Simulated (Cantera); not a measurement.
Mixture: 7.05 % C₃H₈, 19.6 % O₂, 73.3 % N₂, equivalence ratio 1.8, at 1000000 Pa, adiabatic and at constant pressure. Ignition delay is the time to a rise of 400 K.

Detailed kinetics in Cantera: GRI-Mech 3.0 (53 species, 325 reactions). GRI-Mech 3.0 was tuned for natural gas; its chemistry of propane as a main component is partial and can be far from experiment.

**Question.** Predict: delay at 1275 K; delay at 1325 K; delay at 1375 K; delay at 1425 K; delay at 1475 K; delay at 1525 K; delay at 1575 K; apparent activation energy between 1475 and 1575 K.

**Answer.** 
```json
{
 "delay at 1275 K": "0.474 ms",
 "delay at 1325 K": "0.209 ms",
 "delay at 1375 K": "99.0 µs",
 "delay at 1425 K": "50.3 µs",
 "delay at 1475 K": "27.5 µs",
 "delay at 1525 K": "16.1 µs",
 "delay at 1575 K": "10.0 µs",
 "apparent activation energy between 1475 and 1575 K": "190 kJ/mol"
}
```
